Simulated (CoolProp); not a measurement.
Properties of normal hydrogen at several states (Tc = 33.1 K, pc = 12.96 bar, ω = -0.219).

Computed with CoolProp (reference Helmholtz-energy equation of state, Leachman 2009).

```csv
T (K),p (bar),phase,Z,cv (kJ/(kg K)),expansivity (1/kK),Prandtl number
210.4,2.76,gas,1.002,9.547,4.752,0.686
600.9,0.305,gas,1.000,10.42,1.664,0.681
897,26.4,supercritical,1.006,10.71,1.108,0.674
535.8,39,supercritical,1.014,10.42,1.842,0.675
757.9,0.247,gas,1.000,10.54,1.319,0.679
296.7,0.303,gas,1.000,10.17,3.370,0.686
```

Viscosity comes from a separate model (Muzny 2013). Thermal conductivity comes from a separate model (Assael 2011).
